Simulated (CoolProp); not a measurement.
Toluene along the isotherm 545 K: Z from the reference equation and from simpler models built on Tc = 591.7 K, pc = 4.126 MPa, ω = 0.266; each cubic takes its own stable root.

Values from CoolProp's reference Helmholtz-energy equation of state, Lemmon 2006. It is a short technical equation, of lower accuracy than the large ones.

```tsv
p (MPa)	phase	reference
0.0326	gas	0.9962
0.0508	gas	0.9941
0.0791	gas	0.9907
0.123	gas	0.9855
0.192	gas	0.9772
0.299	gas	0.9642
0.465	gas	0.9435
0.724	gas	0.9096
1.13	gas	0.8521
1.75	gas	0.7486
2.73	liquid	0.09874
4.25	liquid	0.1496
6.63	liquid	0.2264
10.3	liquid	0.3401
```

How far does each simpler model (van der Waals, Redlich-Kwong, Soave-Redlich-Kwong, Peng-Robinson) lie from the reference over these 14 states: mean and median of the absolute difference, and the worst?


- van der Waals: mean 54.0 %, median 2.0 %, worst +566.3 % at 545 K and 2.73 MPa
- Redlich-Kwong: mean 6.9 %, median 0.9 %, worst +28.3 % at 545 K and 2.73 MPa
- Soave-Redlich-Kwong: mean 5.3 %, median 0.6 %, worst +20.9 % at 545 K and 2.73 MPa
- Peng-Robinson: mean 1.2 %, median 0.0 %, worst +7.0 % at 545 K and 2.73 MPa

At some of these states van der Waals gives the other phase, because its saturation line lies elsewhere.
